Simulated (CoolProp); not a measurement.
Vapour-liquid equilibrium of propane (1) + n-perfluorobutane (2) at 326.9 K; x and y are mole fractions of (1).

Model: multi-fluid Helmholtz-energy mixture model, Lemmon 2009 and Gao 2022; pair parameters Bell 2016, in CoolProp.

```
x     bubble pressure, mixture model (kPa)  bubble pressure, Raoult's law (kPa)  y, mixture model  y, Raoult's law
----  ------------------------------------  -----------------------------------  ----------------  ---------------
0.05                                 760.5                                675.5             0.194            0.137
0.2                                   1133                                862.1             0.479            0.431
0.35                                  1400                                 1049             0.607            0.620
0.5                                   1588                                 1235             0.688            0.752
0.65                                  1726                                 1422             0.759            0.849
0.8                                   1825                                 1608             0.839            0.924
0.95                                  1865                                 1795             0.950            0.983
```

The largest gap from Raoult's law is +33.5 % in bubble pressure, at x = 0.35. y crosses x between x = 0.8 and 0.95: the model has an azeotrope there.

Pair parameters are fitted to limited data, so mixtures are less certain than the pure fluids.
